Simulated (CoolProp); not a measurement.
Vapour-liquid equilibrium of propane (1) + dimethyl ether (2) at -16.15 °C; x and y are mole fractions of (1).

Computed with CoolProp (multi-fluid Helmholtz-energy mixture model, Lemmon 2009 and Wu 2011; pair parameters Bell 2016).

```
x     bubble pressure, mixture model (kPa)  bubble pressure, Raoult's law (kPa)  y, mixture model  y, Raoult's law
----  ------------------------------------  -----------------------------------  ----------------  ---------------
0.05                                 163.3                                152.2             0.148            0.092
0.15                                 192.5                                165.6             0.338            0.254
0.25                                 214.7                                179.1             0.460            0.391
0.35                                 232.0                                192.6             0.547            0.509
0.45                                 245.7                                206.1             0.618            0.612
0.55                                   [?]                                219.6             0.680            0.702
0.65                                 265.6                                233.0               [?]            0.782
0.75                                   [?]                                246.5             0.801            0.853
0.85                                 277.7                                260.0               [?]            0.916
0.95                                 280.2                                273.5             0.952            0.973
```

Task: What belongs in the gaps?

Result: 
- 0.55, bubble pressure, mixture model (kPa): 256.7
- 0.65, y, mixture model: 0.739
- 0.75, bubble pressure, mixture model (kPa): 272.7
- 0.85, y, mixture model: 0.870

The largest gap from Raoult's law is +20.5 % in bubble pressure, at x = 0.35. No azeotrope shows between x = 0.05 and 0.95.

The pair parameters rest on a limited set of measurements; away from them the model extrapolates.
